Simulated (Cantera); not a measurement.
Charge: 1 mol FeS₂, 0.1 mol SO₃, 0.16 mol O₂, equilibrated at 17.0 bar.

Method: chemical equilibrium by Gibbs-energy minimisation in Cantera with the NASA 1993 tables (ideal gas, pure condensed phases). Candidate condensed phases: Fe, FeO, FeS, FeSO₄, FeS₂, Fe₂O₃, Fe₂(SO₄)₃, Fe₃O₄, S; 12 gas species. FeS: taken at fixed stoichiometry. Gases not in the tables: S₃ to S₇. Equilibrium is a limit: real reactors are often held back by kinetics, nucleation or transport.

x: gas mole fraction; n: condensed amount in mol.

```csv
T (K),x S₂,x SO₂,x S₂O,x SO,x S,x S₈,n FeS(s),n FeS(l)
1273,0.534,0.423,0.0435,0.000415,[?],2.79e-5,1.00,0
1323,0.534,0.423,0.0429,0.000640,[?],7.14e-6,1.00,0
1373,0.534,0.423,0.0424,0.000956,[?],2.03e-6,1.00,0
1423,0.534,0.423,0.0419,0.00139,[?],6.32e-7,1.00,0
1473,0.534,0.422,0.0414,0.00197,[?],2.14e-7,0,1.00
1523,0.534,0.422,0.0410,0.00272,[?],7.78e-8,0,1.00
1573,0.534,0.422,0.0406,0.00369,[?],3.03e-8,0,1.00
1623,0.534,0.421,0.0401,0.00490,[?],1.25e-8,0,1.00
1673,0.534,0.420,0.0397,0.00641,[?],5.47e-9,0,1.00
1723,0.533,0.419,0.0393,0.00824,[?],2.51e-9,0,1.00
1773,0.532,0.418,0.0389,0.0104,[?],1.20e-9,0,1.00
```

Task: What belongs in the gaps?

Result: 
- 1273, x S: 3.25e-7
- 1323, x S: 7.04e-7
- 1373, x S: 1.44e-6
- 1423, x S: 2.81e-6
- 1473, x S: 5.24e-6
- 1523, x S: 9.38e-6
- 1573, x S: 1.62e-5
- 1623, x S: 2.70e-5
- 1673, x S: 4.37e-5
- 1723, x S: 6.87e-5
- 1773, x S: 0.000105
